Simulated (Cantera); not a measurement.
# Equilibrium for titanium nitride, carbide and oxide coatings: Ti(OiPr)4 + C3H8 + H2

Charge: 1 mol Ti(OiPr)4, 0.43 mol C3H8, 43 mol H2, at 7.50 Torr.

Method: chemical equilibrium by Gibbs-energy minimisation in Cantera with the NASA 1993 tables (ideal gas, pure condensed phases). Candidate condensed phases: C, C6H6, C7H8, C8H18, H2O, Ti, TiC, TiO, TiO2, Ti2O3, Ti3O5, Ti4O7; 113 gas species. The feed counts by its element totals alone. TiC: taken at fixed stoichiometry. Condensed phases not in the tables: Magnéli phases beyond Ti4O7. Kinetics and transport are ignored.

At 1000 K the condensed part is C(graphite) + TiO2(rutile). At 1100 K the condensed part is C(graphite) + Ti3O5(s). From 1200 K to 2100 K the condensed part is C(graphite) + TiC(s).

```
T (K)   x H2    x CO       x H  x C2H2 (acetylene)     x CH4  n C(graphite)  n TiO2(rutile)  n Ti3O5(s)  n TiC(s)
-----  -----  ------  --------  ------------------  --------  -------------  --------------  ----------  --------
1000   0.966  0.0328   2.23e-8             1.10e-9  0.000891           11.2            1.00           0         0
1100   0.961  0.0382   2.54e-7             1.28e-8  0.000332           10.9               0       0.333         0
1200   0.936  0.0638   1.91e-6             9.61e-8  0.000138           8.28               0           0      1.00
1300   0.936  0.0638   1.07e-5             5.39e-7   6.89e-5           8.29               0           0      1.00
1400   0.936  0.0638   4.71e-5             2.36e-6   3.79e-5           8.29               0           0      1.00
1500   0.936  0.0638  0.000170             8.45e-6   2.25e-5           8.29               0           0      1.00
1600   0.936  0.0638  0.000526             2.57e-5   1.43e-5           8.29               0           0      1.00
1700   0.935  0.0637   0.00142             6.86e-5   9.57e-6           8.28               0           0      1.00
1800   0.933  0.0637   0.00346            0.000164   6.69e-6           8.27               0           0      1.00
1900   0.928  0.0635   0.00765            0.000355   4.84e-6           8.24               0           0     1.000
2000   0.920  0.0633    0.0156            0.000707   3.60e-6           8.20               0           0     1.000
2100   0.906  0.0628    0.0297             0.00131   2.71e-6           8.12               0           0     1.000
```
x: gas mole fraction; n: condensed amount in mol.
